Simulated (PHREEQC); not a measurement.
Consider water at 25 °C with 0.0035 mol/kgw Cu(NO3)2 and 3e-05 mol/kgw HBF4. Closed to the air; pH follows from the charge balance.

All values are PHREEQC results (ion-association model, wateq4f.dat), not measurements.

| quantity | before | after |
|---|---|---|
| pH | 4.01 | 4.63 |
| ionic strength (mol/kgw) | 0.0106 | 0.0105 |

Problem. What was changed between the two runs?
(A) HBF4 left out
(B) diluted 2-fold with water
(C) HBF4 from 3e-05 to 6e-06 mol/kgw
(D) Cu(NO3)2 left out
(E) Cu(NO3)2 replaced by Ca(NO3)2 at the same molality

Solution. C, HBF4 from 3e-05 to 6e-06 mol/kgw

No solid was allowed to form. Real BF4- forms and hydrolyses slowly; the run takes it at equilibrium.
